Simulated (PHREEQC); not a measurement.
Solution (25 °C): 0.033 mol/kgw K2HPO4. Closed to the air; pH follows from the charge balance.

Computed with PHREEQC (ion-association model, wateq4f.dat).

No solid was allowed to form.

**Question.** Estimate the pH, ionic strength.

**Answer.** pH 9.30; ionic strength 0.0961 mol/kgw.

**Question.** In which forms is K present?

**Answer.** K+ 98 %, KHPO4- 2.2 % of the K.

Species that the database lacks are ignored. H3PO4, which wateq4f.dat lacks, is added to it with the constant of phreeqc.dat.
